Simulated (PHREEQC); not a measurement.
Dissolve 0.0025 mol KOH and 0.0002 mol NaAlO2 per kg of water at 30 °C. Closed to the air; pH follows from the charge balance.

Model: ion-association model, phreeqc.dat, run in PHREEQC.

```json
[
 {"quantity": "pH", "before": "11.21", "after": "9.86"},
 {"quantity": "ionic strength (mol/kgw)", "before": "0.00270", "after": "0.00270"},
 {"quantity": "Al(OH)3 (mol/kgw)", "before": "5.78e-10", "after": "2.72e-9"},
 {"quantity": "SI of Gibbsite (Al(OH)3)", "before": "-0.61", "after": "-1.33"}
]
```

Task: Which change was made?
A) temperature from 30 to 65 °C
B) temperature from 30 to 85 °C
C) KOH from 0.0025 to 0.025 mol/kgw
D) NaAlO2 from 0.0002 to 0.0004 mol/kgw
E) temperature from 30 to 35 °C

Result: B, temperature from 30 to 85 °C

This is a speciation only: nothing precipitates in the calculation. At this temperature some constants are extrapolated from 25 °C, and those without enthalpy data are left unchanged.
